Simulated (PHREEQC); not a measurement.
# Copper plating or etch bath: an equilibrium model

Dissolve 0.46 mol/kgw CuCl2, 0.00022 mol/kgw HCl and 0.00132 mol/kgw H3BO3 at 25 °C. Closed to the air; pH follows from the charge balance.

Computed with PHREEQC (ion-association model, phreeqc.dat).

No solid was allowed to form.

Task: Estimate the pH, ionic strength, density.

Result: pH 3.73; ionic strength 1.07 mol/kgw; density 1.051 g/cm³.

Task: In which forms is Cu present?

Result: Cu+2 68 %, CuCl+ 29 %, CuCl2 3.3 % of the Cu.

Ionic strength above about 0.7 mol/kgw puts this run outside the model's range. Species that the database lacks are ignored.
